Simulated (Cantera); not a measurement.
What does this Cantera script print?

```python
import numpy as np
import cantera as ct

gas_names = """
    CL CL2 H HCL H2 N NH NH2 NH3 N2 N2H2 N2H4 Si SiCL SiCL2 SiCL3 SiCL4 SiH SiHCL3 SiH2 SiH2CL2 SiH3
    SiH3CL SiH4 SiN Si2 Si2N Si3
""".split()
cond_names = """
    NH4CL(a) NH4CL(b) Si(cr) Si(L) Si3N4(a)
""".split()


# ... load() reads the species with a 1 bar reference pressure and builds the phases ...
atoms = {
    'Si2H6': {'Si': 2, 'H': 6},
    'HCl': {'H': 1, 'CL': 1},
    'N2': {'N': 2},
}
top_T = {'Si3N4(a)': 2400}  # K; cautious upper limits of use, not melting points


# ... equilibrate(T, P, feed) seeds the gas with the atoms and calls Mixture.equilibrate('TP', solver="vcs", rtol=1e-11, max_steps=5000) ...
results = []
feed = {'Si2H6': 1, 'HCl': 0.06, 'N2': 20}  # mol
for P in [100, 260, 670, 1700, 4500, 12000, 30000, 77000, 200000]:
    for T in [873, 973, 1073, 1173, 1273, 1373, 1473, 1573, 1673, 1773]:
        mix = equilibrate(T, P, feed)
        results.append((T, P, feed, dict(zip(mix.species_names, mix.species_moles))))

for T, P, feed, n in results:
    print(f"{T:7g} {P:10.4g}  " + (" + ".join(c for c in cond_names if n.get(c, 0) > 1e-12) or "gas only"))
```

Output:

```
    873        100  Si3N4(a)
    973        100  Si3N4(a)
   1073        100  Si3N4(a)
   1173        100  Si3N4(a)
   1273        100  Si3N4(a)
   1373        100  Si3N4(a)
   1473        100  Si3N4(a)
   1573        100  Si3N4(a)
   1673        100  Si(cr)
   1773        100  Si(L)
    873        260  Si3N4(a)
    973        260  Si3N4(a)
   1073        260  Si3N4(a)
   1173        260  Si3N4(a)
   1273        260  Si3N4(a)
   1373        260  Si3N4(a)
   1473        260  Si3N4(a)
   1573        260  Si3N4(a)
   1673        260  Si3N4(a)
   1773        260  Si(L)
    873        670  Si3N4(a)
    973        670  Si3N4(a)
   1073        670  Si3N4(a)
   1173        670  Si3N4(a)
   1273        670  Si3N4(a)
   1373        670  Si3N4(a)
   1473        670  Si3N4(a)
   1573        670  Si3N4(a)
   1673        670  Si3N4(a)
   1773        670  Si3N4(a)
    873       1700  Si3N4(a)
    973       1700  Si3N4(a)
   1073       1700  Si3N4(a)
   1173       1700  Si3N4(a)
   1273       1700  Si3N4(a)
   1373       1700  Si3N4(a)
   1473       1700  Si3N4(a)
   1573       1700  Si3N4(a)
   1673       1700  Si3N4(a)
   1773       1700  Si3N4(a)
    873       4500  Si3N4(a)
    973       4500  Si3N4(a)
   1073       4500  Si3N4(a)
   1173       4500  Si3N4(a)
   1273       4500  Si3N4(a)
   1373       4500  Si3N4(a)
   1473       4500  Si3N4(a)
   1573       4500  Si3N4(a)
   1673       4500  Si3N4(a)
   1773       4500  Si3N4(a)
    873    1.2e+04  Si3N4(a)
    973    1.2e+04  Si3N4(a)
   1073    1.2e+04  Si3N4(a)
   1173    1.2e+04  Si3N4(a)
   1273    1.2e+04  Si3N4(a)
   1373    1.2e+04  Si3N4(a)
   1473    1.2e+04  Si3N4(a)
   1573    1.2e+04  Si3N4(a)
   1673    1.2e+04  Si3N4(a)
   1773    1.2e+04  Si3N4(a)
    873      3e+04  Si3N4(a)
    973      3e+04  Si3N4(a)
   1073      3e+04  Si3N4(a)
   1173      3e+04  Si3N4(a)
   1273      3e+04  Si3N4(a)
   1373      3e+04  Si3N4(a)
   1473      3e+04  Si3N4(a)
   1573      3e+04  Si3N4(a)
   1673      3e+04  Si3N4(a)
   1773      3e+04  Si3N4(a)
    873    7.7e+04  Si3N4(a)
    973    7.7e+04  Si3N4(a)
   1073    7.7e+04  Si3N4(a)
   1173    7.7e+04  Si3N4(a)
   1273    7.7e+04  Si3N4(a)
   1373    7.7e+04  Si3N4(a)
   1473    7.7e+04  Si3N4(a)
   1573    7.7e+04  Si3N4(a)
   1673    7.7e+04  Si3N4(a)
   1773    7.7e+04  Si3N4(a)
    873      2e+05  Si3N4(a)
    973      2e+05  Si3N4(a)
   1073      2e+05  Si3N4(a)
   1173      2e+05  Si3N4(a)
   1273      2e+05  Si3N4(a)
   1373      2e+05  Si3N4(a)
   1473      2e+05  Si3N4(a)
   1573      2e+05  Si3N4(a)
   1673      2e+05  Si3N4(a)
   1773      2e+05  Si3N4(a)
```

Equilibrium computed with Cantera from the NASA thermochemical tables; the gas is ideal and each condensed phase is pure. The feed counts by its element totals alone. N2 is the only nitrogen source here; it is nearly inert below about 1500 K, so the nitride shown seldom forms there in practice. The tables' values for SiCl3 are old estimates.
